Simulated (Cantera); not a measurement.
An adiabatic, constant-volume homogeneous reactor starts with 3.45 % CH4, 20.3 % O2, 76.3 % N2, equivalence ratio 0.34, at 1075 K and 1000000 Pa.

Model: GRI-Mech 3.0 (53 species, 325 reactions), integrated in Cantera.

Q: Predict: time of steepest temperature rise; temperature at 3.00 s; equilibrium temperature; x(O2) at 3.00 s; x(CO) at 3.00 s; x(N2O) at 3.00 s; x(NO2) at 3.00 s.

A: 
| Quantity | Value |
|---|---|
| time of steepest temperature rise | 18.0 ms |
| temperature at 3.00 s | 2022 K |
| equilibrium temperature | 2022 K |
| x(O2) at 3.00 s | 0.130 (gas-phase equilibrium 0.130) |
| x(CO) at 3.00 s | 3.50e-5 (gas-phase equilibrium 3.50e-5) |
| x(N2O) at 3.00 s | 1.51e-6 (gas-phase equilibrium 1.51e-6) |
| x(NO2) at 3.00 s | 3.58e-5 (gas-phase equilibrium 3.58e-5) |
